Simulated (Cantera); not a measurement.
Cantera run, input and output.

```python
import numpy as np
import cantera as ct

gas = ct.Solution("gri30.yaml", transport_model="multicomponent")
show = ['CH4', 'OH', 'C2H2']

rows = []
print(f"{'T/K':>7s}{'rho':>11s}{'cp':>10s}{'mu':>11s}{'lambda':>11s}{'Pr':>7s}" + "".join(f"{'D_' + s:>11s}" for s in show))
for T in [400, 600, 800, 1000, 1200, 1400, 1600, 1800, 2000]:
    gas.TPX = T, 9400, {'CH4': 0.78}
    Pr = gas.cp_mass * gas.viscosity / gas.thermal_conductivity
    D = [gas.mix_diff_coeffs_mole[gas.species_index(s)] for s in show]
    rows.append([gas.density, gas.cp_mass, gas.viscosity, gas.thermal_conductivity, Pr, *D])
    print(f"{T:7g}{gas.density:11.4e}{gas.cp_mass:10.1f}{gas.viscosity:11.4e}"
          f"{gas.thermal_conductivity:11.4e}{Pr:7.3f}" + "".join(f"{d:11.4e}" for d in D))
print("SI units: kg/m3, J/kg/K, Pa s, W/m/K, m2/s")
```

It prints:

```
    T/K        rho        cp         mu     lambda     Pr      D_CH4       D_OH     D_C2H2
    400 4.5344e-02    2526.4 1.4442e-05 5.0839e-02  0.718 0.0000e+00 5.8930e-04 3.2322e-04
    600 3.0229e-02    3286.8 1.9486e-05 8.8384e-02  0.725 0.0000e+00 1.1810e-03 6.6450e-04
    800 2.2672e-02    3989.2 2.3796e-05 1.3039e-01  0.728 0.0000e+00 1.9185e-03 1.0927e-03
   1000 1.8138e-02    4588.7 2.7658e-05 1.7396e-01  0.730 0.0000e+00 2.7872e-03 1.5981e-03
   1200 1.5115e-02    5074.2 3.1210e-05 2.1689e-01  0.730 0.0000e+00 3.7770e-03 2.1741e-03
   1400 1.2955e-02    5467.8 3.4533e-05 2.5852e-01  0.730 0.0000e+00 4.8803e-03 2.8160e-03
   1600 1.1336e-02    5787.0 3.7677e-05 2.9851e-01  0.730 0.0000e+00 6.0913e-03 3.5204e-03
   1800 1.0076e-02    6046.7 4.0675e-05 3.3678e-01  0.730 0.0000e+00 7.4051e-03 4.2843e-03
   2000 9.0688e-03    6260.4 4.3552e-05 3.7343e-01  0.730 0.0000e+00 8.8178e-03 5.1053e-03
SI units: kg/m3, J/kg/K, Pa s, W/m/K, m2/s
```

Cantera simulation using GRI-Mech 3.0 (53 species, 325 reactions); the numbers are that mechanism's predictions, not measurements. The composition is frozen, though it would react at the higher temperatures.
